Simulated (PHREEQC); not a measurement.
1 g of hydrous ferric oxide (600 m²/g; 0.2 weak and 0.005 strong sites per Fe, Dzombak-Morel constants, diffuse double layer) in 1 kg of water with 0.3 mol/kgw of an inert sodium salt and 0.0012 mol/kgw ZnCl2, at 25 °C; the pH is set by adding NaOH or the inert anion's acid. Oxygen alone is held at its pressure in air (log pO2 = -0.68). No CO2 enters from the air. Precipitation was switched off in this run.

The numbers come from PHREEQC with the ion-association model, wateq4f.dat.

```csv
pH,Zn sorbed (%),surface charge σ (C/m²),surface potential ψ (mV)
3,0.0,0.368,125
3.5,0.0,0.363,125
4,0.1,0.349,123
4.5,0.6,0.319,118
5,2.8,…,110
5.5,6.0,0.214,98
6,…,0.163,85
6.5,41.7,0.133,…
7,69.0,0.121,71
7.5,86.1,…,66
8,94.5,0.087,57
8.5,97.6,0.065,45
9,97.7,…,32
9.5,95.4,0.021,…
10,90.9,-0.003,-2
10.5,84.4,-0.031,-24
11,75.0,-0.069,-48
```

Question: Fill in the missing entries.

Answer: 
- 5, surface charge σ (C/m²): 0.271
- 6, Zn sorbed (%): 15.6
- 6.5, surface potential ψ (mV): 76
- 7.5, surface charge σ (C/m²): 0.108
- 9, surface charge σ (C/m²): 0.043
- 9.5, surface potential ψ (mV): 16

Along this series the solution becomes supersaturated in solids that the run did not let form, among them Zincite(c), Zn5(OH)8Cl2. The oxide is taken as insoluble; below pH 4 it would dissolve.
